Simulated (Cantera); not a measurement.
An isothermal, constant-pressure homogeneous reactor starts with 87.7 % NH3, 12.3 % N2, at 2200 K and 16.5 Torr.

Cantera simulation using the gas-phase N/H chemistry of the illustrative SiF4/NH3 mechanism in the Surface Chemkin manual (1991); the numbers are that mechanism's predictions, not measurements. Walls and surfaces, which speed up NH3 decomposition in real reactors, are not modelled.

x: mole fraction; the columns are a selection and need not sum to one.

```tsv
t (s)	x NH3	x NH2	x N	x N2H2	x H	x NH
0.000300	0.876	0.000872	5.56e-9	7.86e-7	2.61e-6	2.91e-6
0.000757	0.874	0.00208	3.77e-8	5.87e-6	4.61e-6	1.41e-5
0.00191	0.867	0.00370	1.78e-7	2.11e-5	1.49e-5	3.38e-5
0.00482	0.845	0.00385	(withheld)	(withheld)	(withheld)	(withheld)
0.0122	0.794	0.00345	1.40e-6	2.24e-5	9.70e-5	5.16e-5
0.0307	0.681	0.00288	2.74e-6	1.74e-5	0.000217	5.93e-5
0.0775	0.479	0.00214	4.06e-6	1.04e-5	0.000464	6.04e-5
0.195	0.226	0.00125	4.85e-6	3.92e-6	0.000932	5.02e-5
0.493	0.0496	0.000437	4.96e-6	6.62e-7	0.00188	3.01e-5
1.24	(withheld)	(withheld)	(withheld)	(withheld)	(withheld)	(withheld)
3.14	1.11e-6	1.46e-7	3.95e-7	<1e-12	0.0289	1.56e-7
7.93	1.72e-7	2.48e-8	7.94e-8	<1e-12	0.0314	2.88e-8
20.0	1.01e-7	1.46e-8	4.68e-8	<1e-12	0.0314	1.70e-8
```

Question: Fill in the missing entries.

Answer: 
- 0.00482, x N: 5.60e-7
- 0.00482, x N2H2: 2.50e-5
- 0.00482, x H: 4.10e-5
- 0.00482, x NH: 4.36e-5
- 1.24, x NH3: 0.000678
- 1.24, x NH2: 2.52e-5
- 1.24, x N: 5.36e-6
- 1.24, x N2H2: 6.62e-9
- 1.24, x H: 0.00833
- 1.24, x NH: 7.53e-6
